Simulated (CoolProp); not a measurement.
A single-stage vapour-compression cycle with n-butane: evaporating at 235.15 K (dew point), condensing at 296.15 K (bubble point), superheat 8 K, subcooling 8 K, compressor efficiency 0.7, no pressure losses. Each further row changes one setting.

The numbers come from the reference Helmholtz-energy equation of state, Bücker 2006 in CoolProp.

```csv
case,cooling COP,pressure ratio,discharge temperature (K),refrigerating effect (kJ/kg),volumetric capacity (kJ/m³)
as stated,2.26,12.2,329.8,308,168
evaporating temperature 240.15 K,2.57,9.42,326.3,315,219
condensing temperature 291.15 K,2.53,10.4,324.1,320,174
subcooling 13 K,2.35,12.2,329.8,320,174
superheat 18 K,2.28,12.2,340.6,323,169
compressor efficiency 0.6,1.94,12.2,341.7,308,168
```
